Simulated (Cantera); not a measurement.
Cantera run:

```python
import numpy as np
import cantera as ct

gas_names = """
    AL ALCL ALCL2 ALCL3 ALH ALN AL2 AL2CL6 CL CL2 H HCL H2 N NH NH2 NH3 N2 N2H2 N2H4
""".split()
cond_names = """
    AL(cr) AL(L) ALCL3(s) ALCL3(L) ALN(s) NH4CL(a) NH4CL(b)
""".split()


# ... load() reads the species with a 1 bar reference pressure and builds the phases ...
atoms = {
    'Al': {'AL': 1},
    'HCl': {'H': 1, 'CL': 1},
    'N2': {'N': 2},
}
top_T = {'ALN(s)': 2750}  # K; cautious upper limits of use, not melting points


# ... equilibrate(T, P, feed) seeds the gas with the atoms and calls Mixture.equilibrate('TP', solver="vcs", rtol=1e-11, max_steps=5000) ...
results = []
T = 798.15  # K
P = 17  # Pa
for m in [1.4, 2.8, 4.1, 5.5, 6.8, 8.2, 9.6]:
    feed = {'Al': 1, 'HCl': m, 'N2': 8.6}  # mol
    mix = equilibrate(T, P, feed)
    results.append((T, P, feed, dict(zip(mix.species_names, mix.species_moles))))
    x = sorted(zip(gas.X, gas.species_names), reverse=True)
    print(f"T = {T:g} K  P = {P:g} Pa  n(HCl) = {m:g} mol  gas = {mix.phase_moles(0):.4g} mol")
    print("   x: " + "  ".join(f"{s} {v:.3e}" for v, s in x if v > 0.0001))
    print("   condensed (mol): " + ("  ".join(f"{mix.phase(i).name} {mix.phase_moles(i):.4g}"
          for i in range(1, mix.n_phases) if mix.phase_moles(i) > 1e-12) or "none"))
```

Result:

```
T = 798.15 K  P = 17 Pa  n(HCl) = 1.4 mol  gas = 9.5 mol
   x: N2 8.706e-01  H2 5.395e-02  HCL 3.948e-02  ALCL3 3.596e-02
   condensed (mol): ALN(s) 0.6583
T = 798.15 K  P = 17 Pa  n(HCl) = 2.8 mol  gas = 10.9 mol
   x: N2 7.754e-01  H2 9.690e-02  ALCL3 6.459e-02  HCL 6.308e-02
   condensed (mol): ALN(s) 0.2959
T = 798.15 K  P = 17 Pa  n(HCl) = 4.1 mol  gas = 12.2 mol
   x: N2 7.049e-01  H2 1.230e-01  HCL 9.016e-02  ALCL3 8.196e-02
   condensed (mol): none
T = 798.15 K  P = 17 Pa  n(HCl) = 5.5 mol  gas = 13.6 mol
   x: N2 6.324e-01  HCL 1.838e-01  H2 1.103e-01  ALCL3 7.352e-02
   condensed (mol): none
T = 798.15 K  P = 17 Pa  n(HCl) = 6.8 mol  gas = 14.9 mol
   x: N2 5.772e-01  HCL 2.550e-01  H2 1.007e-01  ALCL3 6.711e-02
   condensed (mol): none
T = 798.15 K  P = 17 Pa  n(HCl) = 8.2 mol  gas = 16.3 mol
   x: N2 5.276e-01  HCL 3.190e-01  H2 9.202e-02  ALCL3 6.135e-02
   condensed (mol): none
T = 798.15 K  P = 17 Pa  n(HCl) = 9.6 mol  gas = 17.7 mol
   x: N2 4.859e-01  HCL 3.729e-01  H2 8.475e-02  ALCL3 5.649e-02
   condensed (mol): none
```

These are equilibrium values from Cantera (NASA tables, ideal gas, pure condensed phases), not measurements of a reactor.
